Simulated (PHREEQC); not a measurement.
Solution (25 °C): 0.022 mol/kgw Na2CO3. Closed to the air; pH follows from the charge balance.

Computed with PHREEQC (ion-association model, phreeqc.dat).

```csv
quantity,before,after
pH,11.09,9.89
ionic strength (mol/kgw),0.0542,0.0332
Na+ (mol/kgw),0.0388,0.0295
CO3-2 (mol/kgw),0.0153,0.00372
NaCO3- (mol/kgw),0.00514,0.0145
HCO3- (mol/kgw),0.00150,0.00374
```

Task: What was changed between the two runs?
A. 0.0011 mol/kgw CO2 added
B. temperature from 25 to 30 °C
C. Na2CO3 from 0.022 to 0.0242 mol/kgw
D. 0.016 mol/kgw Na2SO4 added
E. temperature from 25 to 90 °C

Result: E, temperature from 25 to 90 °C

This is a speciation only: nothing precipitates in the calculation. Constants without temperature data keep their 25 °C values here.
